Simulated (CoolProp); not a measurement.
Vapour-liquid equilibrium of propane (1) + dimethyl ether (2) at 143 kPa; x and y are mole fractions of (1).

The numbers come from the multi-fluid Helmholtz-energy mixture model, Lemmon 2009 and Wu 2011; pair parameters Bell 2016 in CoolProp.

```csv
x,"bubble temperature, mixture model (K)","bubble temperature, Raoult's law (K)","y, mixture model","y, Raoult's law"
0.05,253.6,255.4,0.152,0.093
0.15,249.3,253.3,0.356,0.258
0.25,246.3,251.2,0.483,0.399
0.35,244.3,249.3,0.572,0.520
0.45,242.8,247.5,0.641,0.625
0.55,241.6,245.8,0.700,0.715
0.65,240.7,244.2,0.755,0.794
0.75,240.0,242.6,0.812,0.863
0.85,239.5,241.2,0.876,0.923
0.95,239.2,239.8,0.953,0.976
```

The largest gap from Raoult's law is -5.0 K in bubble temperature, at x = 0.35. No azeotrope shows between x = 0.05 and 0.95.

Pair parameters are fitted to limited data, so mixtures are less certain than the pure fluids.
